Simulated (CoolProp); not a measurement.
Vapour-liquid equilibrium of ethane (1) + propane (2) at -6.75 °C; x and y are mole fractions of (1).

Computed with CoolProp (multi-fluid Helmholtz-energy mixture model, Bücker 2006 and Lemmon 2009; pair parameters Kunz 2012).

Task: Give the bubble pressure and the first vapour's composition at x = 0.275, 0.575, 0.725. Is there an azeotrope?

Result: x = 0.275: 766.7 kPa, y = 0.595; x = 0.575: 1226 kPa, y = 0.831; x = 0.725: 1483 kPa, y = 0.903. No azeotrope shows between x = 0.05 and 0.95.

Pair parameters are fitted to limited data, so mixtures are less certain than the pure fluids.
